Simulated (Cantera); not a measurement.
A Cantera script and its output.

```python
import numpy as np
import cantera as ct

gas = ct.Solution("gri30.yaml")
gas.TP = 300, 101325
flame = ct.CounterflowDiffusionFlame(gas, width=0.02)
flame.fuel_inlet.X, flame.fuel_inlet.T = {'CH3OH': 1}, 475
flame.oxidizer_inlet.X, flame.oxidizer_inlet.T = {'O2': 0.18, 'N2': 0.82}, 600
flame.set_refine_criteria(ratio=3, slope=0.12, curve=0.24, prune=0.03)
show = ['OH', 'H', 'NO', 'CO', 'C2H2']

rows = []
print(f"{'mdot':>8s}{'a_max':>10s}{'a_mean':>10s}{'Tmax/K':>9s}" + "".join(f"{s:>11s}" for s in show) + "   (peak mole fractions)")
for i, mdot in enumerate([0.25, 0.34, 0.45, 0.61, 0.82, 1.1, 1.5, 2, 2.6]):  # kg/m2/s on the oxidiser side
    flame.oxidizer_inlet.mdot, flame.fuel_inlet.mdot = mdot, 1.2 * mdot
    flame.solve(loglevel=0, auto=(i == 0))
    if flame.T.max() < max(475, 600) + 100:
        print(f"{mdot:8.3g}  no burning solution found from the previous one")
        break
    dT = np.abs(np.gradient(flame.T, flame.grid))
    rows.append([flame.strain_rate("max"), flame.strain_rate("mean"), flame.T.max(),
                 *(flame.X[gas.species_index(s)].max() for s in show), max(dT[0], dT[-1]) / dT.max()])
    print(f"{mdot:8.3g}{rows[-1][0]:10.1f}{rows[-1][1]:10.1f}{rows[-1][2]:9.1f}" + "".join(f"{x:11.3e}" for x in rows[-1][3:-1]))
```

It prints:

```
    mdot     a_max    a_mean   Tmax/K         OH          H         NO         CO       C2H2   (peak mole fractions)
    0.25     190.6      39.7   2034.1  8.374e-03  6.528e-03  5.736e-05  1.637e-01  1.132e-04
    0.34     252.4      53.9   2002.0  8.453e-03  7.205e-03  4.851e-05  1.621e-01  1.395e-04
    0.45     327.1      71.4   1969.7  8.429e-03  7.795e-03  4.200e-05  1.600e-01  1.669e-04
    0.61     434.2      96.8   1934.4  8.391e-03  8.450e-03  3.665e-05  1.575e-01  1.996e-04
    0.82     573.0     130.1   1901.0  8.304e-03  9.069e-03  3.261e-05  1.553e-01  2.338e-04
     1.1     756.3     174.5   1872.0  8.251e-03  9.716e-03  2.942e-05  1.536e-01  2.697e-04
     1.5    1014.3     238.0   1836.0  8.039e-03  1.028e-02  2.579e-05  1.509e-01  3.019e-04
       2    1332.2     317.3   1801.9  7.745e-03  1.074e-02  2.246e-05  1.484e-01  3.219e-04
     2.6    1710.7     412.5   1770.6  7.437e-03  1.104e-02  1.944e-05  1.459e-01  3.270e-04
```

Cantera simulation using GRI-Mech 3.0 (53 species, 325 reactions); the numbers are that mechanism's predictions, not measurements. GRI-Mech 3.0 was tuned for natural gas; its chemistry of methanol as a main component is partial and can be far from experiment. GRI-Mech 3.0 has no aromatics or soot, which form on the fuel side of real flames. The maximum strain rate includes the flame's own expansion and is several times the mean.
